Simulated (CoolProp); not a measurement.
Vapour-liquid equilibrium of p-xylene (1) + n-decane (2) at 460.8 K; x and y are mole fractions of (1).

The numbers come from the multi-fluid Helmholtz-energy mixture model, Zhou 2012 and Lemmon 2006; pair parameters Bell 2016 in CoolProp.

| x | bubble pressure (bar) | y at the bubble point | dew pressure at overall composition x (bar) | liquid density (mol/L) |
|---|---|---|---|---|
| 0.05 | 1.508 | 0.105 | 1.456 | (withheld) |
| 0.2 | (withheld) | 0.353 | 1.606 | 4.498 |
| 0.35 | 2.065 | 0.535 | 1.786 | 4.791 |
| 0.5 | 2.334 | 0.677 | 2.006 | 5.122 |
| 0.65 | 2.601 | (withheld) | 2.279 | (withheld) |
| 0.8 | (withheld) | 0.890 | 2.621 | 5.926 |
| 0.95 | 3.135 | 0.974 | (withheld) | 6.421 |

What belongs in the gaps?


- 0.05, liquid density (mol/L): 4.236
- 0.2, bubble pressure (bar): 1.790
- 0.65, y at the bubble point: 0.792
- 0.65, liquid density (mol/L): 5.497
- 0.8, bubble pressure (bar): 2.868
- 0.95, dew pressure at overall composition x (bar): 3.055

No azeotrope shows between x = 0.05 and 0.95.

The pair parameters rest on a limited set of measurements; away from them the model extrapolates.
